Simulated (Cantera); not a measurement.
Source: NASA polynomial tables (part measured, part estimated), evaluated in Cantera. Values are per mole of reaction as written; species without (g) are pure solids or liquids, kept so even where they would boil at 1 bar.

Task: Between 300 and 873 K, where is each reaction favourable under standard conditions?
- 2 H(g) + Ca(g) + 2 O(g) = Ca(OH)₂

Result: 
- 2 H(g) + Ca(g) + 2 O(g) = Ca(OH)₂: ΔG° is -1911 kJ at 300 K and -1552 kJ at 873 K; it stays negative (K > 1). ΔH° is -2098 kJ and ΔS° -625 J/K at 873 K.
